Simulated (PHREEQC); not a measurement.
Metal-bearing waste water (model solution)

Make-up at 75 °C: 0.065 mol Pb(NO3)2 and 0.0038 mol ZnCl2 per kg of water. Closed to the air; pH follows from the charge balance.

Computed with PHREEQC (ion-association model, phreeqc.dat).

The pH is 4.48 and the ionic strength is 0.160 mol/kgw.

```json
[
 {"species": "NO3-", "molality": "0.111", "activity": "0.0768", "log γ": "-0.161"},
 {"species": "Pb+2", "molality": "0.0418", "activity": "0.0121", "log γ": "-0.537"},
 {"species": "PbNO3+", "molality": "0.0188", "activity": "0.0138", "log γ": "-0.134"},
 {"species": "PbCl+", "molality": "0.00433", "activity": "0.00318", "log γ": "-0.134"},
 {"species": "Zn+2", "molality": "0.00374", "activity": "0.00108", "log γ": "-0.539"},
 {"species": "Cl-", "molality": "0.00320", "activity": "0.00227", "log γ": "-0.149"},
 {"species": "ZnCl+", "molality": "6.11e-5", "activity": "4.36e-5", "log γ": "-0.147"},
 {"species": "H+", "molality": "4.21e-5", "activity": "3.33e-5", "log γ": "-0.102"},
 {"species": "Pb2OH+3", "molality": "3.11e-5", "activity": "1.93e-6", "log γ": "-1.208"},
 {"species": "PbOH+", "molality": "9.67e-6", "activity": "7.10e-6", "log γ": "-0.134"}
]
```

Precipitation was switched off in this run. The solution is supersaturated, for example in Pb(OH)2, so a real one may precipitate; this is no full list. Away from 25 °C the constants follow the database's enthalpies or fits; those with neither stay at their 25 °C values.
